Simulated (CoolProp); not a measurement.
Saturation properties of nitrous oxide (Tc = 309.5 K, pc = 72.45 bar, ω = 0.161).

Computed with CoolProp (reference Helmholtz-energy equation of state, Lemmon 2006). It is a short technical equation, of lower accuracy than the large ones.

```json
[
 {"T (K)": "219.6", "p (bar)": "5.625", "vapour density (kg/m³)": "14.87", "liquid cp (kJ/(kg K))": "1.787", "surface tension (mN/m)": "16.0"},
 {"T (K)": "225.9", "p (bar)": "7.197", "vapour density (kg/m³)": "18.83", "liquid cp (kJ/(kg K))": "1.811", "surface tension (mN/m)": "?"},
 {"T (K)": "232.3", "p (bar)": "9.108", "vapour density (kg/m³)": "23.65", "liquid cp (kJ/(kg K))": "?", "surface tension (mN/m)": "?"},
 {"T (K)": "238.6", "p (bar)": "11.33", "vapour density (kg/m³)": "?", "liquid cp (kJ/(kg K))": "?", "surface tension (mN/m)": "12.0"},
 {"T (K)": "244.9", "p (bar)": "13.93", "vapour density (kg/m³)": "36.04", "liquid cp (kJ/(kg K))": "1.916", "surface tension (mN/m)": "10.7"},
 {"T (K)": "251.3", "p (bar)": "17.00", "vapour density (kg/m³)": "44.12", "liquid cp (kJ/(kg K))": "1.968", "surface tension (mN/m)": "9.48"},
 {"T (K)": "257.6", "p (bar)": "20.47", "vapour density (kg/m³)": "53.55", "liquid cp (kJ/(kg K))": "2.030", "surface tension (mN/m)": "8.26"},
 {"T (K)": "263.9", "p (bar)": "24.43", "vapour density (kg/m³)": "64.72", "liquid cp (kJ/(kg K))": "2.110", "surface tension (mN/m)": "7.07"},
 {"T (K)": "270.3", "p (bar)": "29.00", "vapour density (kg/m³)": "78.28", "liquid cp (kJ/(kg K))": "2.215", "surface tension (mN/m)": "?"},
 {"T (K)": "276.6", "p (bar)": "34.07", "vapour density (kg/m³)": "94.36", "liquid cp (kJ/(kg K))": "?", "surface tension (mN/m)": "4.77"}
]
```

Q: Complete the blanks.

A: 
- 225.9, surface tension (mN/m): 14.7
- 232.3, liquid cp (kJ/(kg K)): 1.840
- 232.3, surface tension (mN/m): 13.3
- 238.6, vapour density (kg/m³): 29.32
- 238.6, liquid cp (kJ/(kg K)): 1.874
- 270.3, surface tension (mN/m): 5.89
- 276.6, liquid cp (kJ/(kg K)): 2.355

It boils at 184.7 K under 1 atm.

Surface tension comes from a separate correlation (Mulero 2012).
